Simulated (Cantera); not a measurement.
Charge: 1 mol C2F6, 0.014 mol CH4, 12 mol H2, held at 0.0360 Torr.

These are equilibrium values from Cantera (NASA tables, ideal gas, pure condensed phases), not measurements of a reactor. Candidate condensed phases: C, C6H6, C7H8, C8H18; 110 gas species. Ions and electrons are included (thermal ionisation). The feed counts by its element totals alone. Rates play no part. All values below are at 4727 °C.

Base state: H 0.748, F 0.187, C 0.0606, e- 0.00211, C+ 0.00203, H+ 8.52e-5 (mole fractions); condensed: gas only.

Q: What changes in the equilibrium state with this change: H2 from 12 to 0.1 mol?

A: 
```csv
species,before,after
F,0.187,0.723
C,0.0606,0.238
H,0.748,0.0308
H+,8.52e-5,1.80e-6
C+,0.00203,0.00410
e-,0.00211,0.00410
```

Q: What changes in the equilibrium state with this change: pressure from 0.0360 Torr to 0.353 Torr?

A: 
```json
[
 {"species": "H", "before": "0.748", "after": "0.750"},
 {"species": "F", "before": "0.187", "after": "0.187"},
 {"species": "C", "before": "0.0606", "after": "0.0621"},
 {"species": "e-", "before": "0.00211", "after": "0.000683"},
 {"species": "C+", "before": "0.00203", "after": "0.000655"},
 {"species": "HF", "before": "2.92e-6", "after": "2.87e-5"},
 {"species": "H+", "before": "8.52e-5", "after": "2.69e-5"}
]
```
